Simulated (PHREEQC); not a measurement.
Make-up at 25 °C: 0.043 mol/kgw CuSO4, 9.4e-05 mol/kgw HCl and 0.0015 mol/kgw FeCl3. Closed to the air; pH follows from the charge balance.

Model: ion-association model, wateq4f.dat, run in PHREEQC.

Each row changes one thing in this solution. This is a speciation only: nothing precipitates in the calculation.

| case | pH | ionic strength (mol/kgw) | Cu+2 (mol/kgw) | SO4-2 (mol/kgw) | CuSO4 (mol/kgw) | HSO4- (mol/kgw) | SI of Chalcanthite (CuSO4:5H2O) | SI of Tenorite (CuO) |
|---|---|---|---|---|---|---|---|---|
| as made | 3.47 | 0.102 | 0.0252 | 0.0239 | 0.0177 | 0.000372 | -1.42 | -2.67 |
| temperature from 25 to 15 °C | 3.53 | 0.104 | 0.0256 | 0.0243 | 0.0173 | (withheld) | (withheld) | -2.94 |
| FeCl3 left out | 4.34 | 0.0988 | 0.0247 | 0.0247 | 0.0183 | 5.27e-5 | -1.40 | -0.94 |
| diluted 100-fold with water | 4.56 | 0.00167 | 0.000406 | 0.000405 | 2.35e-5 | 9.53e-7 | -4.30 | (withheld) |
| temperature from 25 to 5 °C | (withheld) | 0.106 | 0.0261 | 0.0247 | (withheld) | 0.000201 | -1.30 | -3.22 |
| diluted 5-fold with water | 3.67 | 0.0255 | 0.00622 | 0.00605 | 0.00238 | 8.15e-5 | -2.29 | -2.74 |

**Question.** What belongs in the gaps?

**Answer.** 
- temperature from 25 to 15 °C, HSO4- (mol/kgw): 0.000271
- temperature from 25 to 15 °C, SI of Chalcanthite (CuSO4:5H2O): -1.36
- diluted 100-fold with water, SI of Tenorite (CuO): -1.97
- temperature from 25 to 5 °C, pH: 3.59
- temperature from 25 to 5 °C, CuSO4 (mol/kgw): 0.0169

Complexes and solids missing from the database can't appear. Some of these states are supersaturated (in Fe(OH)3(a), Hematite (slow to form), Goethite (slow to form), for instance). Away from 25 °C the constants follow the database's enthalpies or fits; those with neither stay at their 25 °C values.
